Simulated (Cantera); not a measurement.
A closed system holds: 1 mol CCl4, 1.8 mol HCl, held at 2900 °C and 13.3 mbar.

These are equilibrium values from Cantera (NASA tables, ideal gas, pure condensed phases), not measurements of a reactor. Candidate condensed phases: C, C6H6, C7H8, C8H18; 91 gas species. The tables' values for CCl are old estimates; treat these amounts as uncertain. Kinetics and transport are ignored.

Base state: Cl 0.720, H 0.182, HCl 0.0380, C3 0.0339, C 0.0114, H2 0.00648, C2 0.00563, C2H 0.00158 (mole fractions); condensed: gas only.

Problem. What changes in the equilibrium state with this change: HCl from 1.8 to 0.48 mol?

Solution. 
```csv
species,before,after
Cl,0.720,0.836
H,0.182,0.0712
C3,0.0339,0.0518
HCl,0.0380,0.0173
C,0.0114,0.0132
H2,0.00648,0.000992
C2H2 (acetylene),0.000260,5.28e-5
CH,3.64e-5,1.64e-5
C5,0.000408,0.000829
C2H,0.00158,0.000823
```
